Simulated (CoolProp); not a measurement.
Vapour pressure (kPa) of R1224YDZ: the reference equation beside estimates from Tc = 155.5 °C, pc = 3334 kPa, ω = 0.325. Clausius-Clapeyron is anchored at 1.25 °C with a constant enthalpy of vaporisation of 26.11 kJ/mol.

The numbers come from the reference Helmholtz-energy equation of state, Akasaka 2023 in CoolProp.

```tsv
T (°C)	reference	Lee-Kesler	Clausius-Clapeyron
1.25	58.11	57.74	58.11
8.35	78.31	77.94	77.56
15.45	103.7	103.4	102.1
22.45	134.6	134.4	…
29.55	172.8	172.8	169.4
36.65	219.0	219.2	214.9
43.65	273.1	273.6	268.8
50.75	338.0	338.8	…
57.85	413.9	415.1	411.3
64.85	500.7	502.2	500.6
71.95	602.0	603.8	…
79.05	718.0	719.9	728.0
86.15	849.9	851.9	…
```

**Question.** Fill in the missing entries.

**Answer.** 
- 22.45, Clausius-Clapeyron: 132.0
- 50.75, Clausius-Clapeyron: 334.1
- 71.95, Clausius-Clapeyron: 606.0
- 86.15, Clausius-Clapeyron: 868.3

Absolute difference from the reference over all 13 rows, mean and median: Lee-Kesler 0.3 and 0.3 %, Clausius-Clapeyron 1.2 and 1.4 %.
